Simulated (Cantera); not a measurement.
## Premixed flame

A freely propagating, adiabatic, planar premixed flame of H₂ : O₂ : N₂ : H₂O = 1 : 0.278 : 0.75 : 0.54 (molar parts), equivalence ratio 1.8, unburnt at 400 K and 13000 Pa; mixture-averaged transport, grid criteria slope 0.08 and curve 0.16, no radiation.

Computed with Cantera and the H2/O2 subset of GRI-Mech 3.0, which has no nitrogen chemistry. Burning velocities carry a grid error of a few per cent, more on coarse grids.

```csv
z (mm),T (K),u (m/s),x H₂,x O₂,x H₂O,x OH,x O,x H₂O₂
-13.5,400,3.37,0.389,0.108,0.210,<1e-8,<1e-8,<1e-8
-8.97,400,3.37,0.389,0.108,0.210,<1e-8,<1e-8,<1e-8
-6.73,400,3.37,0.389,0.108,0.210,<1e-8,<1e-8,<1e-8
-4.48,400,3.37,0.389,0.108,0.210,<1e-8,<1e-8,<1e-8
-2.24,406,3.41,0.387,0.108,0.211,8.37e-6,1.28e-6,2.62e-6
-1.12,589,4.85,0.363,0.104,0.230,0.000549,9.26e-5,2.17e-5
0,965,7.72,0.284,0.0792,0.294,0.000889,0.00160,7.65e-7
1.12,1227,9.72,0.189,0.0282,0.394,0.00288,0.00351,5.08e-7
2.24,1342,10.6,0.157,0.00745,0.435,0.00402,0.00260,4.98e-7
4.48,1445,11.3,0.156,0.00285,0.447,0.00491,0.00206,4.36e-7
8.97,1550,12.0,0.164,0.00211,0.452,0.00545,0.00166,3.03e-7
17.9,1656,12.8,0.171,0.00141,0.457,0.00546,0.00116,1.72e-7
35.9,1751,13.4,0.177,0.000799,0.463,0.00484,0.000681,8.74e-8
```
x: mole fraction of selected species; z is measured from the peak of heat release.

```yaml
laminar_burning_velocity: 337 cm/s
thermal_thickness: 4.48 mm
peak x(OH): 0.00554
peak x(O): 0.00354
peak x(H₂O₂): 2.34e-5
grid_points: 136
```
